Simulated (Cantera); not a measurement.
## Dilute partial oxidation

An isothermal, constant-pressure homogeneous reactor starts with 1.37 % CH4, 0.977 % O2, 97.7 % N2, at 1150 K and 10.0 bar.

Model: GRI-Mech 3.0 (53 species, 325 reactions), integrated in Cantera.

| t (s) | x CH4 | x O2 | x C2H | x OH | x CH2 | x C2H4 |
|---|---|---|---|---|---|---|
| 9.00e-6 | 0.0137 | 0.00977 | <1e-12 | <1e-12 | <1e-12 | <1e-12 |
| 3.09e-5 | 0.0137 | 0.00977 | <1e-12 | <1e-12 | <1e-12 | <1e-12 |
| 0.000106 | 0.0137 | 0.00977 | <1e-12 | <1e-12 | <1e-12 | <1e-12 |
| 0.000364 | 0.0137 | 0.00977 | <1e-12 | 4.25e-12 | <1e-12 | <1e-12 |
| 0.00125 | 0.0137 | 0.00977 | <1e-12 | 1.70e-11 | <1e-12 | 1.57e-11 |
| 0.00428 | 0.0137 | 0.00977 | <1e-12 | 4.55e-11 | <1e-12 | 1.00e-9 |
| 0.0147 | 0.0137 | 0.00976 | <1e-12 | 5.62e-11 | <1e-12 | 1.07e-8 |
| 0.0505 | 0.0137 | 0.00976 | <1e-12 | 8.49e-11 | <1e-12 | 8.17e-8 |
| 0.173 | 0.0136 | 0.00971 | <1e-12 | 2.51e-10 | <1e-12 | 1.50e-6 |
| 0.594 | 0.0111 | 0.00768 | <1e-12 | 7.96e-9 | 1.04e-11 | 0.000268 |
| 2.04 | 0.00522 | 7.38e-5 | <1e-12 | 1.35e-10 | 4.47e-12 | 0.000399 |
| 7.00 | 0.00521 | 5.38e-6 | <1e-12 | 3.18e-11 | <1e-12 | 0.000333 |
x: mole fraction; the columns are a selection and need not sum to one.

Equilibrium at this temperature and pressure: CH4 3.69e-6, O2 <1e-12, C2H <1e-12, OH 3.83e-12, CH2 <1e-12, C2H4 5.16e-12 (gas phase only).
